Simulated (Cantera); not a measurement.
Charge: 1 mol SiCl4, 0.14 mol Cl2, 95 mol H2, equilibrated at 0.800 bar.

Method: chemical equilibrium by Gibbs-energy minimisation in Cantera with the NASA 1993 tables (ideal gas, pure condensed phases). Candidate condensed phases: Si; 19 gas species. Gases not in the tables: Si2H6 and higher silanes. The numbers say what is thermodynamically allowed, not how fast it happens.

Question: Which condensed phases are stable at each of these points (T (°C)): 625, 775, 925, 1075, 1225, 1375, 1525?

Answer: 
```csv
T (°C),condensed phases,Si condensed (%)
625,gas only,0.0
775,gas only,0.0
925,Si(s),25.2
1075,Si(s),48.7
1225,Si(s),55.1
1375,Si(s),54.6
1525,Si(l),58.8
```

From 625 °C to 775 °C nothing is condensed. From 925 °C to 1375 °C the condensed part is Si(s). At 1525 °C the condensed part is Si(l).
